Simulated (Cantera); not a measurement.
Input: 1 mol PbO, 2.6 mol C, 0.48 mol N₂, at 1098 K and 6.90 bar.

These are equilibrium values from Cantera (NASA tables, ideal gas, pure condensed phases), not measurements of a reactor. Candidate condensed phases: C, Pb, PbO, PbO₂, Pb₃O₄; 27 gas species. Equilibrium is a limit: real reactors are often held back by kinetics, nucleation or transport.

Base state: CO 0.482, N₂ 0.372, CO₂ 0.146, Pb 1.69e-5 (mole fractions); condensed: C(graphite) + Pb(l).

### Question
What changes in the equilibrium state with this change: temperature from 1098 K to 1273.15 K?

### Answer
```json
[
 {"species": "CO", "before": "0.482", "after": "0.648"},
 {"species": "N₂", "before": "0.372", "after": "0.331"},
 {"species": "CO₂", "before": "0.146", "after": "0.0208"},
 {"species": "Pb", "before": "1.69e-5", "after": "0.000267"},
 {"species": "C(graphite), mol", "before": "1.79", "after": "1.63"},
 {"species": "Pb(l), mol", "before": "1.000", "after": "1.000"}
]
```

### Question
What changes in the equilibrium state with this change: temperature from 1098 K to 1600 K?

### Answer
| species | before | after |
|---|---|---|
| CO | 0.482 | 0.669 |
| N₂ | 0.372 | 0.322 |
| Pb | 1.69e-5 | 0.00878 |
| CO₂ | 0.146 | 0.000897 |
| C(graphite), mol | 1.79 | 1.60 |
| Pb(l), mol | 1.000 | 0.987 |
